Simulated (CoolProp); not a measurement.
Vapour-liquid equilibrium of C3F8 (R218) (1) + R134a (2) at 236.6 K; x and y are mole fractions of (1).

Model: multi-fluid Helmholtz-energy mixture model, Lemmon 2006 and Tillner-Roth 1994; pair parameters Bell 2016, in CoolProp.

**Question.** Give the bubble pressure and the first vapour's composition at x = 0.15, 0.55, 0.75. Is there an azeotrope?

**Answer.** x = 0.15: 0.1011 MPa, y = 0.457; x = 0.55: 0.1216 MPa, y = 0.631; x = 0.75: 0.1217 MPa, y = 0.699. y crosses x between x = 0.65 and 0.75: the model has an azeotrope there.

Pair parameters are fitted to limited data, so mixtures are less certain than the pure fluids. With so large a gap from Raoult's law the liquid may split in two, which this calculation doesn't test in full.
